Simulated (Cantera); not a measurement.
Standard-state values (1 bar) from the NASA 1993 polynomials, evaluated with Cantera. Values are per mole of reaction as written; species without (g) are pure solids or liquids, kept so even where they would boil at 1 bar.

6 FeCl2(g) + 3 O(g) = Fe2O3 + 4 FeCl3(g)

| T (K) | ΔH° (kJ) | ΔS° (J/K) | ΔG° (kJ) | log10 K |
|---|---|---|---|---|
| 1200 | -1703.7 | -766.2 | -784.2 | 34.13 |
| 1300 | … | … | … | … |
| 1400 | -1697.7 | -761.6 | -631.4 | 23.56 |
| 1500 | -1695.1 | -759.8 | -555.4 | 19.34 |
| 1600 | … | … | … | … |

Fill in the missing entries.


- 1300, ΔH° (kJ): -1700.5
- 1300, ΔS° (J/K): -763.7
- 1300, ΔG° (kJ): -707.7
- 1300, log10 K: 28.44
- 1600, ΔH° (kJ): -1692.7
- 1600, ΔS° (J/K): -758.2
- 1600, ΔG° (kJ): -479.5
- 1600, log10 K: 15.65
